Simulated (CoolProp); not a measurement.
CH2F2 (R32) at several states: density (kg/m³) from the reference equation and from simpler models built on Tc = 351.3 K, pc = 5.783 MPa, ω = 0.277; each cubic takes its own stable root.

Values from CoolProp's reference Helmholtz-energy equation of state, Tillner-Roth 1997.

```csv
T (K),p (MPa),phase,reference,van der Waals,Redlich-Kwong,Soave-Redlich-Kwong,Peng-Robinson
172.2,4.06,liquid,1346,685.4,1013,1035,1163
271.7,0.0184,gas,0.4251,0.4245,0.4247,0.4248,0.4248
411.9,1.19,gas,18.94,18.88,18.92,18.83,18.96
```
